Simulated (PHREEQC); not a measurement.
A solution holds 0.043 mol/kgw Cu(BF4)2, 0.0001 mol/kgw HNO3 and 0.12 mol/kgw NaCl, at 20 °C. Closed to the air; pH follows from the charge balance.

Model: ion-association model, wateq4f.dat, run in PHREEQC.

Each row changes one thing in this solution. No solid was allowed to form.

```json
[
 {"case": "as made", "pH": "2.66", "ionic strength (mol/kgw)": "0.244", "Cu+2 (mol/kgw)": "0.0393", "HF (mol/kgw)": "0.00605", "CuCl+ (mol/kgw)": "0.00297", "H3BO3 (mol/kgw)": "0.00114", "SI of CuF2:2H2O (CuF2:2H2O)": "-2.76", "SI of Halite (NaCl)": "-3.71"},
 {"case": "HNO3 replaced by Cd(NO3)2 at the same molality", "pH": "2.66", "ionic strength (mol/kgw)": "0.244", "Cu+2 (mol/kgw)": "0.0393", "HF (mol/kgw)": "0.00602", "CuCl+ (mol/kgw)": "0.00297", "H3BO3 (mol/kgw)": "0.00114", "SI of CuF2:2H2O (CuF2:2H2O)": "-2.75", "SI of Halite (NaCl)": "-3.71"},
 {"case": "NaCl from 0.12 to 0.108 mol/kgw", "pH": "2.66", "ionic strength (mol/kgw)": "0.233", "Cu+2 (mol/kgw)": "0.0396", "HF (mol/kgw)": "0.00607", "CuCl+ (mol/kgw)": "0.00273", "H3BO3 (mol/kgw)": "0.00115", "SI of CuF2:2H2O (CuF2:2H2O)": "-2.75", "SI of Halite (NaCl)": "[?]"},
 {"case": "NaCl from 0.12 to 0.6 mol/kgw", "pH": "2.63", "ionic strength (mol/kgw)": "[?]", "Cu+2 (mol/kgw)": "0.0326", "HF (mol/kgw)": "0.00530", "CuCl+ (mol/kgw)": "0.00913", "H3BO3 (mol/kgw)": "0.000970", "SI of CuF2:2H2O (CuF2:2H2O)": "-3.07", "SI of Halite (NaCl)": "-2.38"},
 {"case": "NaCl from 0.12 to 0.012 mol/kgw", "pH": "2.66", "ionic strength (mol/kgw)": "[?]", "Cu+2 (mol/kgw)": "0.0419", "HF (mol/kgw)": "0.00627", "CuCl+ (mol/kgw)": "0.000370", "H3BO3 (mol/kgw)": "0.00120", "SI of CuF2:2H2O (CuF2:2H2O)": "-2.64", "SI of Halite (NaCl)": "[?]"}
]
```

### Question
Complete the blanks.

### Answer

- NaCl from 0.12 to 0.108 mol/kgw, SI of Halite (NaCl): -3.80
- NaCl from 0.12 to 0.6 mol/kgw, ionic strength (mol/kgw): 0.710
- NaCl from 0.12 to 0.012 mol/kgw, ionic strength (mol/kgw): 0.141
- NaCl from 0.12 to 0.012 mol/kgw, SI of Halite (NaCl): -5.67

The ionic strength passes 0.7 mol/kgw, the rough limit of the ion-association models, in NaCl from 0.12 to 0.6 mol/kgw. Complexes and solids missing from the database can't appear. Real BF4- forms and hydrolyses slowly; the run takes it at equilibrium.
